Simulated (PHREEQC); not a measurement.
1.7 g of hydrous ferric oxide (600 m²/g; 0.2 weak and 0.005 strong sites per Fe, Dzombak-Morel constants, diffuse double layer) in 1 kg of water with 0.1 mol/kgw of an inert sodium salt and 0.0051 mmol/kgw Na2SO4, at 25 °C; the pH is set by adding NaOH or the inert anion's acid. Oxygen alone is held at its pressure in air (log pO2 = -0.68). CO2 from the air is kept out. Nothing may precipitate in this run.

All values are PHREEQC results (ion-association model, wateq4f.dat), not measurements.

Task: Predict S sorbed (%), surface charge σ (C/m²), surface potential ψ (mV) at pH = 6, 7.5, 9.5.

Result: 
```tsv
pH	S sorbed (%)	surface charge σ (C/m²)	surface potential ψ (mV)
6	89.4	0.111	93
7.5	5.8	0.022	29
9.5	0.0	-0.060	-65
```

The oxide is taken as insoluble; below pH 4 it would dissolve.
